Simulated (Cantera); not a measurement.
Cantera with NASA thermochemical tables; ideal gases at 1 bar, condensed phases pure. Values are per mole of reaction as written; species without (g) are pure solids or liquids, kept so even where they would boil at 1 bar.

**Question.** Between 425 and 1625 K, where is each reaction favourable under standard conditions?
- H₂S(g) + Mg = MgS + 2 H(g)

**Answer.** 
- H₂S(g) + Mg = MgS + 2 H(g): ΔG° is 92 kJ at 425 K and 17 kJ at 1625 K; it stays positive (K < 1). ΔH° is 125 kJ and ΔS° 67 J/K at 1625 K.
